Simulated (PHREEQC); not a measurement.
Solution (25 °C): 0.0012 mol/kgw H2SO4 and 0.0028 mol/kgw MnSO4. It is in equilibrium with CO2 at log p = -1 (atm). Otherwise closed; pH follows from the charge balance.

Equilibrium calculation in PHREEQC: ion-association model, phreeqc.dat.

**Question.** The ionic strength comes out as 0.0119 mol/kgw. What activity coefficients do SO4-2, Mn+2, HSO4-, H+ get?

**Answer.** SO4-2 0.65, Mn+2 0.66, HSO4- 0.90, H+ 0.91.

Precipitation was switched off in this run. Complexes and solids missing from the database can't appear.
